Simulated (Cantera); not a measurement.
Cantera run:

```python
import numpy as np
import cantera as ct

gas_names = """
    Ca CaO CaOH CaO2H2 Ca2 H HO2 H2 H2O H2O2 O OH O2 O3
""".split()
cond_names = """
    Ca(a) Ca(b) Ca(L) CaO(s) CaO(L) CaO2H2(s) H2O(s) H2O(L)
""".split()


# ... load() reads the species with a 1 bar reference pressure and builds the phases ...
atoms = {
    'Ca(OH)2': {'Ca': 1, 'O': 2, 'H': 2},
    'H2': {'H': 2},
    'H2O': {'H': 2, 'O': 1},
}
top_T = {}  # K; cautious upper limits of use, not melting points


# ... equilibrate(T, P, feed) seeds the gas with the atoms and calls Mixture.equilibrate('TP', solver="vcs", rtol=1e-11, max_steps=5000) ...
results = []
feed = {'Ca(OH)2': 1, 'H2': 0.033, 'H2O': 0.091}  # mol
T = 773.15  # K
P = 260  # Pa
mix = equilibrate(T, P, feed)
results.append((T, P, feed, dict(zip(mix.species_names, mix.species_moles))))
x = sorted(zip(gas.X, gas.species_names), reverse=True)
print(f"T = {T:g} K  P = {P:g} Pa  gas = {mix.phase_moles(0):.4g} mol")
print("   x: " + "  ".join(f"{s} {v:.3e}" for v, s in x if v > 1e-05))
print("   condensed (mol): " + ("  ".join(f"{mix.phase(i).name} {mix.phase_moles(i):.4g}"
      for i in range(1, mix.n_phases) if mix.phase_moles(i) > 1e-12) or "none"))
```

Output:

```
T = 773.15 K  P = 260 Pa  gas = 1.124 mol
   x: H2O 9.706e-01  H2 2.936e-02
   condensed (mol): CaO(s) 1
```

Cantera equilibrium calculation (NASA polynomials, part measured and part estimated; ideal gas, pure solids and liquids).
